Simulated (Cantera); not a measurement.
Input (Python, Cantera) and output of one run.

```python
import numpy as np
import cantera as ct

gas_names = """
    CL CL2 H HCL H2 Si SiCL SiCL2 SiCL3 SiCL4 SiH SiHCL3 SiH2 SiH2CL2 SiH3 SiH3CL SiH4 Si2 Si3
""".split()
cond_names = """
    Si(cr) Si(L)
""".split()


# ... load() reads the species with a 1 bar reference pressure and builds the phases ...
atoms = {
    'SiCl4': {'Si': 1, 'CL': 4},
    'H2': {'H': 2},
}
top_T = {}  # K; cautious upper limits of use, not melting points


# ... equilibrate(T, P, feed) seeds the gas with the atoms and calls Mixture.equilibrate('TP', solver="vcs", rtol=1e-11, max_steps=5000) ...
results = []
feed = {'SiCl4': 1, 'H2': 1.3}  # mol
T = 825  # K
P = 10000  # Pa
mix = equilibrate(T, P, feed)
results.append((T, P, feed, dict(zip(mix.species_names, mix.species_moles))))
print(gas.report(threshold=0.0001))
for i in range(1, mix.n_phases):
    print(f"{mix.phase(i).name:16s} {mix.phase_moles(i):12.5e} mol")
```

Result:

```
       temperature   825 K
          pressure   10000 Pa
           density   0.10934 kg/m^3
  mean mol. weight   74.999 kg/kmol
   phase of matter   gas

                          1 kg             1 kmol
                     ---------------   ---------------
          enthalpy       -3.4028e+06       -2.5521e+08  J
   internal energy       -3.4942e+06       -2.6207e+08  J
           entropy            4068.1         3.051e+05  J/K
    Gibbs function        -6.759e+06       -5.0692e+08  J
 heat capacity c_p            830.87             62315  J/K
 heat capacity c_v            720.01             54000  J/K

                      mass frac. Y      mole frac. X     chem. pot. / RT
                     ---------------   ---------------   ---------------
               HCL         0.0082302          0.016931           -43.654
                H2          0.014739            0.5483           -19.953
             SiCL4           0.94659           0.41789           -144.04
            SiHCL3           0.03022          0.016734           -120.34
     [  +15 minor]        0.00022273        0.00013871

Si(cr)            0.00000e+00 mol
```

Equilibrium computed with Cantera from the NASA thermochemical tables; the gas is ideal and each condensed phase is pure. The tables' values for SiCl3 are old estimates; treat these amounts as uncertain.
